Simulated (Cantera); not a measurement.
Charge: 1 mol Cu2O, 5 mol C, 0.16 mol N2, 1.6 mol CH4, equilibrated at 7.20 bar.

Method: chemical equilibrium by Gibbs-energy minimisation in Cantera with the NASA 1993 tables (ideal gas, pure condensed phases). Candidate condensed phases: C, C6H6, C7H8, C8H18, Cu, CuO, Cu(OH)2, Cu2O, H2O; 139 gas species. Rates play no part. All values below are at 1798 K.

Base state: H2 0.729, CO 0.230, N2 0.0363, CH4 0.00297, HCN 0.000989, H2O 0.000347, C2H2 (acetylene) 0.000126, H 0.000112 (mole fractions); condensed: C(graphite) + Cu(l).

**Question.** What changes in the equilibrium state with this change: 0.36 mol O2 added?

**Answer.** 
```csv
species,before,after
H2,0.729,0.626
CO,0.230,0.339
N2,0.0363,0.0311
Cu,7.35e-5,7.35e-5
CO2,2.87e-5,6.25e-5
NH3,2.50e-5,1.84e-5
C2H4,1.57e-5,1.15e-5
CH4,0.00297,0.00219
H2O,0.000347,0.000440
"C(graphite), mol",5.58,4.87
"Cu(l), mol",2.00,2.00
```
